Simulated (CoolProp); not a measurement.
Vapour-liquid equilibrium of isobutane (1) + n-butane (2) at -17.75 °C; x and y are mole fractions of (1).

Model: multi-fluid Helmholtz-energy mixture model, Bücker 2006 and Bücker 2006; pair parameters Kunz 2012, in CoolProp.

```csv
x,bubble pressure (bar),y at the bubble point,dew pressure at overall composition x (bar),liquid density (mol/L)
0.05,0.5150,0.077,0.5095,10.64
0.125,0.5375,0.184,0.5248,10.62
0.2,0.5599,0.283,0.5409,10.59
0.275,0.5821,0.374,0.5580,10.57
0.35,0.6043,0.458,0.5761,10.54
0.425,0.6264,0.537,0.5954,10.51
0.5,0.6485,0.610,0.6159,10.49
0.575,0.6706,0.679,0.6377,10.46
0.65,0.6926,0.744,0.6611,10.44
0.725,0.7147,0.804,0.6861,10.42
0.8,0.7368,0.862,0.7130,10.39
0.875,0.7590,0.916,0.7421,10.37
0.95,0.7812,0.967,0.7736,10.35
```

No azeotrope shows between x = 0.05 and 0.95.

The pair parameters rest on a limited set of measurements; away from them the model extrapolates.
